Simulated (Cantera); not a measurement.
Equilibrium for fluorocarbon and chlorocarbon gases: CH3Cl + F2

Input: 1 mol CH3Cl, a varied amount of F2, equilibrated at 700 K and 100000 Pa.

Equilibrium computed with Cantera from the NASA thermochemical tables; the gas is ideal and each condensed phase is pure. Candidate condensed phases: C, C6H6, C7H8, C8H18; 118 gas species. Kinetics and transport are ignored.

```csv
n(F2) (mol),x HF,x HCl,x CH4,x H2,x H2F2,n C(graphite)
0.039,0.0461,0.592,0.206,0.156,3.84e-7,0.651
0.057,0.0664,0.583,0.198,0.153,7.96e-7,0.660
0.085,0.0967,0.569,0.186,0.148,1.69e-6,0.673
0.13,0.143,0.548,0.168,0.141,3.67e-6,0.693
0.19,0.199,0.523,0.146,0.131,7.14e-6,0.720
0.28,0.274,0.490,0.118,0.118,1.36e-5,0.760
0.42,0.375,0.447,0.0808,0.0975,2.54e-5,0.819
0.63,0.498,0.395,0.0392,0.0679,4.47e-5,0.901
0.93,0.637,0.342,0.00284,0.0183,7.31e-5,0.992
```
x: gas mole fraction; n: condensed amount in mol.

From 0.039 mol F2 to 0.93 mol F2 the condensed part is C(graphite). The main C-bearing gas is CH4 throughout. The share of C in condensed phases is highest at 0.93 mol F2 (99.2 %) and lowest at 0.039 mol F2 (65.1 %).
